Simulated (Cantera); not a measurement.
Oxide etching and cleaning by halides: MgO + NF₃ + O₂

Charge: 1 mol MgO, 16 mol NF₃, 2.9 mol O₂, held at 0.0525 Torr.

Cantera equilibrium calculation (NASA polynomials, part measured and part estimated; ideal gas, pure solids and liquids). Candidate condensed phases: Mg, MgF₂, MgO; 24 gas species. Rates play no part.

From 827 °C to 1052 °C the condensed part is MgF₂(s). From 1127 °C to 1352 °C nothing is condensed. The main Mg-bearing gas is MgF₂ throughout.

```
T (°C)    x F   x N₂    x O₂    x MgF₂      x F₂       x O  n MgF₂(s)
------  -----  -----  ------  --------  --------  --------  ---------
827     0.800  0.139  0.0593   1.36e-5  0.000766   7.26e-8      0.999
902     0.801  0.139  0.0592  0.000192  0.000242   4.25e-7      0.989
977     0.800  0.139  0.0591   0.00196   8.70e-5   2.01e-6      0.887
1052    0.789  0.137  0.0583    0.0152   3.43e-5   7.95e-6      0.115
1127    0.788  0.137  0.0581    0.0171   1.52e-5   2.73e-5          0
1202    0.788  0.137  0.0581    0.0171   7.33e-6   8.27e-5          0
1277    0.788  0.137  0.0579    0.0171   3.79e-6  0.000225          0
1352    0.787  0.137  0.0577    0.0171   2.08e-6  0.000559          0
```
x: gas mole fraction; n: condensed amount in mol.
